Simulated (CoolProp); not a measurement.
n-undecane along the isobar 7.65 MPa: Z from the reference equation and from simpler models built on Tc = 365.7 °C, pc = 1.990 MPa, ω = 0.539; each cubic takes its own stable root.

The numbers come from the reference Helmholtz-energy equation of state, Aleksandrov 2011 in CoolProp. It is a short technical equation, of lower accuracy than the large ones.

```tsv
T (°C)	phase	reference
-11.15	liquid	0.7140
-2.75	liquid	0.6975
5.65	liquid	0.6821
14.05	liquid	0.6676
22.55	liquid	0.6538
30.95	liquid	0.6411
39.35	liquid	0.6290
47.75	liquid	0.6177
56.25	liquid	0.6069
64.65	liquid	0.5968
73.05	liquid	0.5873
81.45	liquid	0.5784
89.95	liquid	0.5698
98.35	liquid	0.5618
106.75	liquid	0.5543
115.15	liquid	0.5472
```

Task: How far does each simpler model (van der Waals, Redlich-Kwong, Soave-Redlich-Kwong, Peng-Robinson) lie from the reference over these 16 states: mean and median of the absolute difference, and the worst?

Result: 
- van der Waals: mean 81.0 %, median 81.0 %, worst +85.7 % at -11.15 °C and 7.65 MPa
- Redlich-Kwong: mean 24.7 %, median 24.6 %, worst +26.6 % at -11.15 °C and 7.65 MPa
- Soave-Redlich-Kwong: mean 20.0 %, median 19.8 %, worst +23.0 % at -11.15 °C and 7.65 MPa
- Peng-Robinson: mean 7.0 %, median 6.9 %, worst +10.0 % at -11.15 °C and 7.65 MPa
